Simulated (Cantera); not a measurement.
A closed system holds: 1 mol trisilylamine, 5.2 mol NH3, at 1073.15 K and 340 Pa.

Method: chemical equilibrium by Gibbs-energy minimisation in Cantera with the NASA 1993 tables (ideal gas, pure condensed phases). Candidate condensed phases: Si, Si3N4; 18 gas species. The feed counts by its element totals alone. Rates play no part.

### Question
What is the equilibrium state?

### Answer
```
Property                              Value
--------------------------------  ---------
x(H2)                                 0.918
x(N2)                                0.0821
n(Si3N4(s))                        1.00 mol
gas amount                        13.40 mol
log10 activity of Si(s) (absent)      -3.94
```
